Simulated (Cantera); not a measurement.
Mixture: CO : H2 : O2 : N2 = 1 : 0.15 : 0.338 : 1.27 (molar parts), at 2.10 bar, adiabatic and at constant volume. Ignition delay is the time to a rise of 400 K.

Computed with Cantera and GRI-Mech 3.0 (53 species, 325 reactions). The hydrogen kinetics of GRI-Mech 3.0 are dated; newer H2 mechanisms differ, most at raised pressure. Where the delays flatten at high temperature, the 400 K rule measures the pace of heat release, not the induction time.

Q: What does this change do: CO 1 to 2.2 parts?

A: 
```
quantity          before    after
---------------  -------  -------
delay at 1273 K  29.5 µs  39.8 µs
delay at 1373 K  20.4 µs  27.2 µs
delay at 1473 K  15.8 µs  20.8 µs
delay at 1573 K  13.2 µs  17.2 µs
delay at 1673 K  11.8 µs  15.3 µs
```
